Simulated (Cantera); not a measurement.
# Adiabatic ignition

An adiabatic, constant-pressure homogeneous reactor starts with 13.3 % CO, 10.2 % H2, 0.477 % CH4, 11.5 % O2, 64.5 % N2, equivalence ratio 1.1, at 1725 K and 1.01 bar.

Computed with Cantera and GRI-Mech 3.0 (53 species, 325 reactions).

| t (s) | T (K) | x CO | x H2 | x CH4 | x OH | x C2H6 |
|---|---|---|---|---|---|---|
| 2.00e-6 | 1725 | 0.133 | 0.102 | 0.00477 | 1.38e-6 | 2.72e-12 |
| 8.89e-6 | 1731 | 0.132 | 0.0950 | 0.00389 | 0.00110 | 1.39e-6 |
| 3.95e-5 | 2106 | 0.0858 | 0.0200 | <1e-12 | 0.0166 | <1e-12 |
| 0.000175 | 2512 | 0.0799 | 0.0163 | <1e-12 | 0.0190 | <1e-12 |
| 0.000780 | 2758 | 0.0697 | 0.0124 | <1e-12 | 0.0168 | <1e-12 |
| 0.00346 | 2755 | 0.0698 | 0.0125 | <1e-12 | 0.0160 | <1e-12 |
| 0.0154 | 2754 | 0.0699 | 0.0126 | <1e-12 | 0.0159 | <1e-12 |
| 0.0684 | 2754 | 0.0699 | 0.0126 | <1e-12 | 0.0159 | <1e-12 |
| 0.304 | 2754 | 0.0699 | 0.0126 | <1e-12 | 0.0159 | <1e-12 |
| 1.35 | 2754 | 0.0699 | 0.0126 | <1e-12 | 0.0159 | <1e-12 |
| 6.00 | 2754 | 0.0699 | 0.0126 | <1e-12 | 0.0159 | <1e-12 |
x: mole fraction; the columns are a selection and need not sum to one.

| Quantity | Value |
|---|---|
| time of steepest temperature rise | 11.0 µs |
| temperature at 6.00 s | 2754 K |
| equilibrium temperature | 2754 K |
| x(CO) at 6.00 s | 0.0699 (gas-phase equilibrium 0.0699) |
| x(H2) at 6.00 s | 0.0126 (gas-phase equilibrium 0.0126) |
| x(CH4) at 6.00 s | <1e-12 (gas-phase equilibrium <1e-12) |
